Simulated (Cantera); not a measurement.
An adiabatic, constant-pressure homogeneous reactor starts with 22.5 % H2, 13.4 % O2, 50.4 % N2, 13.7 % H2O, equivalence ratio 0.84, at 1275 K and 9.80 bar.

Cantera simulation using the H2/O2 subset of GRI-Mech 3.0, which has no nitrogen chemistry; the numbers are that mechanism's predictions, not measurements. The hydrogen kinetics of GRI-Mech 3.0 are dated; newer H2 mechanisms differ, most at raised pressure.

**Question.** Predict: time of steepest temperature rise; temperature at 1.00 s; equilibrium temperature; x(H2) at 1.00 s; x(O2) at 1.00 s; x(H2O) at 1.00 s; x(H2O2) at 1.00 s; x(OH) at 1.00 s; x(H) at 1.00 s; x(O) at 1.00 s.

**Answer.** 
```json
{
  "time_of_steepest_temperature_rise": "67.6 µs",
  "temperature at 1.00 s": "2646 K",
  "equilibrium_temperature": "2646 K",
  "x(H2) at 1.00 s": "0.00922 (gas-phase equilibrium 0.00922)",
  "x(O2) at 1.00 s": "0.0245 (gas-phase equilibrium 0.0245)",
  "x(H2O) at 1.00 s": "0.387 (gas-phase equilibrium 0.387)",
  "x(H2O2) at 1.00 s": "1.80e-6 (gas-phase equilibrium 1.80e-6)",
  "x(OH) at 1.00 s": "0.0145 (gas-phase equilibrium 0.0145)",
  "x(H) at 1.00 s": "0.00142 (gas-phase equilibrium 0.00142)",
  "x(O) at 1.00 s": "0.00144 (gas-phase equilibrium 0.00144)"
}
```
